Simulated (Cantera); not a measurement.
A closed system holds: 1 mol CS₂, 0.023 mol O₂, equilibrated at 1848 K and 62.0 mbar.

Equilibrium computed with Cantera from the NASA thermochemical tables; the gas is ideal and each condensed phase is pure. Candidate condensed phases: C, S; 22 gas species. Equilibrium is a limit: real reactors are often held back by kinetics, nucleation or transport.

Base state: CS₂ 0.729, S₂ 0.164, CS 0.0625, CO 0.0424, S 0.00176, COS 0.000140 (mole fractions); condensed: C(graphite).

Question: What changes in the equilibrium state with this change: 1.2 mol H₂O added?

Answer: 
```tsv
species	before	after
CO	0.0424	0.301
S₂	0.164	0.288
H₂	0	0.281
CS₂	0.729	2.69e-5
H₂O	0	0.0564
H₂S	0	0.0348
SH	0	0.0141
CO₂	6.30e-9	0.0150
CS	0.0625	1.74e-6
SO₂	<1e-9	0.00154
H	0	0.00113
SO	6.91e-9	0.00309
S₂O	<1e-9	0.000362
C(graphite), mol	0.0986	0
```
Further candidate phases: C₆H₆, C₇H₈, C₈H₁₈, H₂O, H₂SO₄.
